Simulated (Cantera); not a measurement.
A closed system holds: 1 mol C6H6, 0.034 mol CO2, 5.8 mol N2, at 973 K and 21.0 mbar.

Method: chemical equilibrium by Gibbs-energy minimisation in Cantera with the NASA 1993 tables (ideal gas, pure condensed phases). Candidate condensed phases: C, C6H6, C7H8, C8H18, H2O; 136 gas species. Equilibrium is a limit: real reactors are often held back by kinetics, nucleation or transport.

Base state: N2 0.654, H2 0.338, CO 0.00763, CH4 0.000308, H2O 3.37e-5 (mole fractions); condensed: C(graphite).

Task: What changes in the equilibrium state with this change: N2 from 5.8 to 0.19 mol?

Result: 
| species | before | after |
|---|---|---|
| H2 | 0.338 | 0.918 |
| N2 | 0.654 | 0.0585 |
| CO | 0.00763 | 0.0207 |
| CH4 | 0.000308 | 0.00228 |
| H2O | 3.37e-5 | 0.000248 |
| C(graphite), mol | 5.96 | 5.96 |
